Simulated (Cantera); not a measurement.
What does this Cantera script print?

```python
import numpy as np
import cantera as ct

gas_names = """
    H2S SiH2
""".split()
cond_names = """
    Si(cr) Si(L) S(cr1) S(cr2) S(L)
""".split()


# ... load() reads the species with a 1 bar reference pressure and builds the phases ...
species = {s.name: s for s in load("nasa_gas.yaml", gas_names) + load("nasa_condensed.yaml", cond_names)}
# Each term lists the table entries of one substance; the one whose range holds T is used.
reactions = {
    'Si + H2S(g) = S + SiH2(g)':
        [(-1, ['Si(cr)', 'Si(L)']), (-1, ['H2S']), (1, ['S(cr1)', 'S(cr2)', 'S(L)']), (1, ['SiH2'])],
}


def pick(names, T):
    return next(species[n] for n in names if species[n].thermo.min_temp <= T <= species[n].thermo.max_temp)


results = []
for label, terms in reactions.items():
    print(label)
    print("     T/K   dH/kJ  dS/(J/K)   dG/kJ   log10 K")
    for T in [525, 550, 575, 600, 625, 650, 675, 700, 725, 750, 775]:
        used = [(nu, pick(names, T)) for nu, names in terms]
        dH = sum(nu * s.thermo.h(T) for nu, s in used) / 1e6
        dS = sum(nu * s.thermo.s(T) for nu, s in used) / 1e3
        dG = dH - T * dS / 1e3
        logK = -dG * 1e6 / (ct.gas_constant * T * np.log(10))
        results.append((label, T, dH, dS, dG, logK, [s.name for _, s in used]))
        print(f"{T:8g} {dH:8.1f} {dS:8.1f} {dG:8.1f} {logK:8.2f}")
```

It prints:

```
Si + H2S(g) = S + SiH2(g)
     T/K   dH/kJ  dS/(J/K)   dG/kJ   log10 K
     525    271.3     28.2    256.5   -25.52
     550    271.9     29.3    255.8   -24.29
     575    272.5     30.3    255.1   -23.17
     600    273.0     31.2    254.3   -22.14
     625    273.5     32.0    253.5   -21.19
     650    274.0     32.8    252.7   -20.31
     675    274.4     33.5    251.9   -19.49
     700    274.9     34.1    251.0   -18.73
     725    275.3     34.7    250.2   -18.02
     750    275.7     35.2    249.3   -17.36
     775    276.1     35.8    248.4   -16.74
```

Source: NASA polynomial tables (part measured, part estimated), evaluated in Cantera. Condensed species are held in their standard states even where they would react or evaporate.
